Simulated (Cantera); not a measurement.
Cantera run:

```python
import numpy as np
import cantera as ct

gas_names = """
    F F2 N NF NF2 NF3 N2 Si SiF SiF2 SiF3 SiF4 SiN Si2 Si2N Si3
""".split()
cond_names = """
    Si(cr) Si(L) Si3N4(a)
""".split()


def load(file, names, dense=False):
    # The tables refer to 1 bar. Condensed volumes are neglected.
    table = {s.name: s for s in ct.Species.list_from_file(file)}
    out = []
    for n in names:
        d = dict(table[n].input_data)
        d["thermo"] = dict(d["thermo"], **{"reference-pressure": 1e5})
        if dense:
            d["equation-of-state"] = {"model": "constant-volume", "density": "1e6 g/cm^3"}
        out.append(ct.Species.from_dict(d))
    return out


gas = ct.Solution(thermo="ideal-gas", species=load("nasa_gas.yaml", gas_names))
cond = {s.name: ct.Solution(thermo="fixed-stoichiometry", species=[s], name=s.name)
        for s in load("nasa_condensed.yaml", cond_names, dense=True)}
atoms = {
    'SiF4': {'Si': 1, 'F': 4},
    'N2': {'N': 2},
}
top_T = {'Si3N4(a)': 2400}  # K; cautious upper limits of use, not melting points


def equilibrate(T, P, feed):
    n = {}
    for name, mol in feed.items():
        for a, k in atoms[name].items():
            n[a] = n.get(a, 0.0) + k * mol
    gas.TPX = T, P, n
    mass = sum(n.values()) * gas.mean_molecular_weight
    gas.equilibrate("TP")
    valid = [c for c in cond.values() if c.min_temp <= T <= top_T.get(c.name, c.max_temp)]
    mix = ct.Mixture([(gas, mass / gas.mean_molecular_weight)] + [(c, 0.0) for c in valid])
    mix.T, mix.P = T, P
    mix.equilibrate("TP", solver="vcs", rtol=1e-11, max_steps=5000)
    return mix


results = []
feed = {'SiF4': 1, 'N2': 6.2}  # mol
T = 775  # K
P = 5.4  # Pa
mix = equilibrate(T, P, feed)
results.append((T, P, feed, dict(zip(mix.species_names, mix.species_moles))))
x = sorted(zip(gas.X, gas.species_names), reverse=True)
print(f"T = {T:g} K  P = {P:g} Pa  gas = {mix.phase_moles(0):.4g} mol")
print("   x: " + "  ".join(f"{s} {v:.3e}" for v, s in x if v > 1e-06))
print("   condensed (mol): " + ("  ".join(f"{mix.phase(i).name} {mix.phase_moles(i):.4g}"
      for i in range(1, mix.n_phases) if mix.phase_moles(i) > 1e-12) or "none"))
```

Output:

```
T = 775 K  P = 5.4 Pa  gas = 7.2 mol
   x: N2 8.611e-01  SiF4 1.389e-01
   condensed (mol): none
```

Cantera equilibrium calculation (NASA polynomials, part measured and part estimated; ideal gas, pure solids and liquids).
